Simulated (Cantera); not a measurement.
Low-pressure radical oxidation in H2/O2

An isothermal, constant-pressure homogeneous reactor starts with 27.0 % H₂, 73.0 % O₂, equivalence ratio 0.18, at 1400 K and 0.00730 bar.

Cantera simulation using the H2/O2 subset of GRI-Mech 3.0, which has no nitrogen chemistry; the numbers are that mechanism's predictions, not measurements. Radical loss at walls, strong at low pressure, is not modelled. The temperature is held fixed by assumption; the heat of reaction is taken as removed at once.

```json
[
 {"t (s)": "2.00e-5", "x H₂": "0.270", "x O₂": "0.730", "x HO₂": "5.05e-8", "x OH": "7.56e-9", "x H₂O": "3.25e-9", "x O": "8.30e-9"},
 {"t (s)": "4.92e-5", "x H₂": "0.270", "x O₂": "0.730", "x HO₂": "1.24e-7", "x OH": "3.56e-8", "x H₂O": "3.86e-8", "x O": "4.23e-8"},
 {"t (s)": "0.000121", "x H₂": "0.270", "x O₂": "0.730", "x HO₂": "3.05e-7", "x OH": "2.11e-7", "x H₂O": "4.98e-7", "x O": "2.66e-7"},
 {"t (s)": "0.000298", "x H₂": "0.270", "x O₂": "0.730", "x HO₂": "7.49e-7", "x OH": "4.61e-6", "x H₂O": "1.61e-5", "x O": "5.92e-6"},
 {"t (s)": "0.000734", "x H₂": "0.242", "x O₂": "0.714", "x HO₂": "1.53e-6", "x OH": "0.00513", "x H₂O": "0.0193", "x O": "0.00690"},
 {"t (s)": "0.00181", "x H₂": "0.0171", "x O₂": "0.571", "x HO₂": "3.29e-6", "x OH": "0.0211", "x H₂O": "0.198", "x O": "0.102"},
 {"t (s)": "0.00445", "x H₂": "0.0166", "x O₂": "0.576", "x HO₂": "3.35e-6", "x OH": "0.0209", "x H₂O": "0.203", "x O": "0.0982"},
 {"t (s)": "0.0110", "x H₂": "0.0156", "x O₂": "0.587", "x HO₂": "3.49e-6", "x OH": "0.0204", "x H₂O": "0.214", "x O": "0.0888"},
 {"t (s)": "0.0270", "x H₂": "0.0128", "x O₂": "0.611", "x HO₂": "3.75e-6", "x OH": "0.0189", "x H₂O": "0.238", "x O": "0.0684"},
 {"t (s)": "0.0664", "x H₂": "0.00721", "x O₂": "0.648", "x HO₂": "3.83e-6", "x OH": "0.0146", "x H₂O": "0.276", "x O": "0.0353"},
 {"t (s)": "0.163", "x H₂": "0.00192", "x O₂": "0.677", "x HO₂": "2.64e-6", "x OH": "0.00768", "x H₂O": "0.302", "x O": "0.00893"},
 {"t (s)": "0.402", "x H₂": "0.000314", "x O₂": "0.685", "x HO₂": "8.98e-7", "x OH": "0.00313", "x H₂O": "0.310", "x O": "0.00145"},
 {"t (s)": "0.990", "x H₂": "5.75e-5", "x O₂": "0.687", "x HO₂": "2.43e-7", "x OH": "0.00134", "x H₂O": "0.311", "x O": "0.000264"},
 {"t (s)": "2.44", "x H₂": "1.38e-5", "x O₂": "0.687", "x HO₂": "1.03e-7", "x OH": "0.000657", "x H₂O": "0.312", "x O": "6.34e-5"},
 {"t (s)": "6.00", "x H₂": "4.32e-6", "x O₂": "0.688", "x HO₂": "9.34e-8", "x OH": "0.000369", "x H₂O": "0.312", "x O": "1.99e-5"}
]
```
x: mole fraction; the columns are a selection and need not sum to one.

Equilibrium at this temperature and pressure: H₂ 2.00e-6, O₂ 0.688, HO₂ 1.14e-7, OH 0.000251, H₂O 0.312, O 9.24e-6 (gas phase only).
